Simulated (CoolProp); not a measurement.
n-decane along the isotherm 168.65 °C: density (kg/m³) from the reference equation and from simpler models built on Tc = 344.5 °C, pc = 2.101 MPa, ω = 0.488; each cubic takes its own stable root.

Computed with CoolProp (reference Helmholtz-energy equation of state, Lemmon 2006). It is a short technical equation, of lower accuracy than the large ones.

| p (MPa) | phase | reference |
|---|---|---|
| 0.584 | liquid | 610.0 |
| 1.17 | liquid | 611.3 |
| 1.75 | liquid | 612.6 |
| 2.33 | liquid | 613.8 |
| 2.92 | liquid | 615.0 |
| 3.5 | liquid | 616.2 |
| 4.09 | liquid | 617.4 |
| 4.67 | liquid | 618.5 |
| 5.25 | liquid | 619.6 |

**Question.** How far does each simpler model (Redlich-Kwong, Soave-Redlich-Kwong, Peng-Robinson) lie from the reference over these 9 states: mean and median of the absolute difference, and the worst?

**Answer.** 
- Redlich-Kwong: mean 20.6 %, median 20.6 %, worst -22.0 % at 168.65 °C and 0.584 MPa
- Soave-Redlich-Kwong: mean 15.3 %, median 15.3 %, worst -15.8 % at 168.65 °C and 0.584 MPa
- Peng-Robinson: mean 4.4 %, median 4.4 %, worst -4.8 % at 168.65 °C and 0.584 MPa
